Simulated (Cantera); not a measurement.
Input (Python, Cantera) and output of one run.

```python
import numpy as np
import cantera as ct

gas_names = """
    AL ALCL ALCL2 ALCL3 ALH AL2 AL2CL6 CL CL2 H HCL H2
""".split()
cond_names = """
    AL(cr) AL(L) ALCL3(s) ALCL3(L)
""".split()


# ... load() reads the species with a 1 bar reference pressure and builds the phases ...
atoms = {
    'Al': {'AL': 1},
    'Cl2': {'CL': 2},
    'H2': {'H': 2},
}
top_T = {}  # K; cautious upper limits of use, not melting points


# ... equilibrate(T, P, feed) seeds the gas with the atoms and calls Mixture.equilibrate('TP', solver="vcs", rtol=1e-11, max_steps=5000) ...
results = []
feed = {'Al': 1, 'Cl2': 6.8, 'H2': 2.5}  # mol
T = 875  # K
P = 790  # Pa
mix = equilibrate(T, P, feed)
results.append((T, P, feed, dict(zip(mix.species_names, mix.species_moles))))
print(gas.report(threshold=0.001))
for i in range(1, mix.n_phases):
    print(f"{mix.phase(i).name:16s} {mix.phase_moles(i):12.5e} mol")
```

Output:

```
       temperature   875 K
          pressure   790 Pa
           density   0.0063439 kg/m^3
  mean mol. weight   58.421 kg/kmol
   phase of matter   gas

                          1 kg             1 kmol
                     ---------------   ---------------
          enthalpy       -1.6656e+06       -9.7304e+07  J
   internal energy       -1.7901e+06       -1.0458e+08  J
           entropy            5149.7        3.0085e+05  J/K
    Gibbs function       -6.1716e+06       -3.6055e+08  J
 heat capacity c_p            662.08             38679  J/K
 heat capacity c_v            519.76             30365  J/K

                      mass frac. Y      mole frac. X     chem. pot. / RT
                     ---------------   ---------------   ---------------
             ALCL3           0.25899           0.11348           -129.04
               CL2           0.38594           0.31801             -34.6
               HCL           0.35455           0.56814           -42.046
     [   +9 minor]        0.00051725        0.00036671

AL(cr)            0.00000e+00 mol
ALCL3(L)          0.00000e+00 mol
```

Method: chemical equilibrium by Gibbs-energy minimisation in Cantera with the NASA 1993 tables (ideal gas, pure condensed phases).
